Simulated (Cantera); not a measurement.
An isothermal, constant-pressure homogeneous reactor starts with NO : N₂ = 1 : 0.14 (molar parts), at 1923 K and 1.00 atm. Integrator tolerance rtol = 1e-08.

Computed with Cantera and GRI-Mech 3.0 (53 species, 325 reactions).

Problem. What does this change do: 0.085 parts H2O added?

Solution. 
| quantity | before | after |
|---|---|---|
| x(NO) at 4.00 s | 0.0697 (gas-phase equilibrium 0.00747) | 0.0671 (gas-phase equilibrium 0.00694) |
| x(NO₂) at 4.00 s | 0.000192 (gas-phase equilibrium 2.13e-5) | 0.000178 (gas-phase equilibrium 1.91e-5) |
| x(O₂) at 4.00 s | 0.403 (gas-phase equilibrium 0.435) | 0.374 (gas-phase equilibrium 0.404) |
| x(N₂O) at 4.00 s | 2.26e-6 (gas-phase equilibrium 3.58e-7) | 1.64e-6 (gas-phase equilibrium 3.21e-7) |
| x(N₂) at 4.00 s | 0.526 (gas-phase equilibrium 0.558) | 0.489 (gas-phase equilibrium 0.519) |

Problem. What does this change do: N2 0.14 to 0.76 parts?

Solution. 
```json
[
 {"quantity": "x(NO) at 4.00 s", "before": "0.0697 (gas-phase equilibrium 0.00747)", "after": "0.0698 (gas-phase equilibrium 0.00678)"},
 {"quantity": "x(NO₂) at 4.00 s", "before": "0.000192 (gas-phase equilibrium 2.13e-5)", "after": "0.000151 (gas-phase equilibrium 1.55e-5)"},
 {"quantity": "x(O₂) at 4.00 s", "before": "0.403 (gas-phase equilibrium 0.435)", "after": "0.249 (gas-phase equilibrium 0.281)"},
 {"quantity": "x(N₂O) at 4.00 s", "before": "2.26e-6 (gas-phase equilibrium 3.58e-7)", "after": "2.34e-6 (gas-phase equilibrium 3.67e-7)"},
 {"quantity": "x(N₂) at 4.00 s", "before": "0.526 (gas-phase equilibrium 0.558)", "after": "0.681 (gas-phase equilibrium 0.712)"}
]
```

Problem. What does this change do: temperature 1923 to 1600 K?

Solution. 
```
quantity                                            before                                     after
----------------  ----------------------------------------  ----------------------------------------
x(NO) at 4.00 s     0.0697 (gas-phase equilibrium 0.00747)     0.717 (gas-phase equilibrium 0.00237)
x(NO₂) at 4.00 s  0.000192 (gas-phase equilibrium 2.13e-5)   0.00181 (gas-phase equilibrium 1.38e-5)
x(O₂) at 4.00 s        0.403 (gas-phase equilibrium 0.435)      0.0785 (gas-phase equilibrium 0.437)
x(N₂O) at 4.00 s   2.26e-6 (gas-phase equilibrium 3.58e-7)  0.000185 (gas-phase equilibrium 1.20e-7)
x(N₂) at 4.00 s        0.526 (gas-phase equilibrium 0.558)       0.202 (gas-phase equilibrium 0.560)
```
